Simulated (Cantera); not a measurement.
Input (Python, Cantera):

```python
import numpy as np
import cantera as ct

gas = ct.Solution("gri30.yaml")
gas.TPX = 1600, 1000000, {'CH4': 1, 'CO': 0.15, 'O2': 2.23, 'N2': 8.39, 'H2O': 0.92}
reactor = ct.IdealGasConstPressureReactor(gas, energy="on", clone=False)
net = ct.ReactorNet([reactor])
net.rtol, net.atol = 1e-08, 1e-16
show = ['CH4', 'CO', 'O2', 'HCO', 'CH2O', 'NO']
times = np.geomspace(5e-06, 9, 12)

steps = ct.SolutionArray(gas, extra=["t"])
rows = []
print(f"{'t/s':>10s}{'T/K':>9s}{'P/Pa':>11s}" + "".join(f"{s:>11s}" for s in show))
for t in times:
    while net.time < t:
        t_next = net.step()
        steps.append(gas.state, t=t_next)
    rows.append([np.interp(t, steps.t, y) for y in (steps.T, steps.P, *steps(*show).X.T)])
    print(f"{t:10.3e}{rows[-1][0]:9.1f}{rows[-1][1]:11.4g}" + "".join(f"{x:11.3e}" for x in rows[-1][2:]))
rate = np.gradient(steps.T, steps.t)
print("integrator steps:", len(steps.t))
if steps.T.max() > steps.T[0] + 200:
    print(f"time of steepest temperature rise: {steps.t[rate.argmax()]:.4e} s")
gas.TPX = 1600, 1000000, {'CH4': 1, 'CO': 0.15, 'O2': 2.23, 'N2': 8.39, 'H2O': 0.92}
gas.equilibrate("HP")
print(f"equilibrium (HP): T = {gas.T:.1f} K  " + "  ".join(f"{s} {gas[s].X[0]:.3e}" for s in show))
```

Output:

```
       t/s      T/K       P/Pa        CH4         CO         O2        HCO       CH2O         NO
 5.000e-06   1599.9      1e+06  7.875e-02  1.182e-02  1.757e-01  2.832e-10  8.301e-06  1.338e-13
 1.852e-05   1600.9      1e+06  7.827e-02  1.182e-02  1.755e-01  1.226e-08  1.668e-04  1.985e-12
 6.859e-05   1649.5      1e+06  6.757e-02  1.431e-02  1.679e-01  1.056e-06  2.211e-03  1.271e-10
 2.541e-04   2837.5      1e+06  1.351e-14  2.438e-02  2.219e-02  6.928e-08  1.079e-09  5.081e-03
 9.411e-04   2828.4      1e+06  1.470e-14  2.462e-02  2.004e-02  6.912e-08  1.109e-09  1.041e-02
 3.486e-03   2827.9      1e+06  1.476e-14  2.464e-02  1.993e-02  6.912e-08  1.110e-09  1.068e-02
 1.291e-02   2827.9      1e+06  1.476e-14  2.464e-02  1.993e-02  6.912e-08  1.110e-09  1.068e-02
 4.782e-02   2827.9      1e+06  1.476e-14  2.464e-02  1.993e-02  6.912e-08  1.110e-09  1.068e-02
 1.771e-01   2827.9      1e+06  1.476e-14  2.464e-02  1.993e-02  6.912e-08  1.110e-09  1.068e-02
 6.560e-01   2827.9      1e+06  1.476e-14  2.464e-02  1.993e-02  6.912e-08  1.110e-09  1.068e-02
 2.430e+00   2827.9      1e+06  1.476e-14  2.464e-02  1.993e-02  6.912e-08  1.110e-09  1.068e-02
 9.000e+00   2827.9      1e+06  1.476e-14  2.464e-02  1.993e-02  6.912e-08  1.110e-09  1.068e-02
integrator steps: 1851
time of steepest temperature rise: 8.5994e-05 s
equilibrium (HP): T = 2827.9 K  CH4 1.878e-14  CO 2.464e-02  O2 1.993e-02  HCO 6.912e-08  CH2O 1.110e-09  NO 1.068e-02
```

Computed with Cantera and GRI-Mech 3.0 (53 species, 325 reactions).
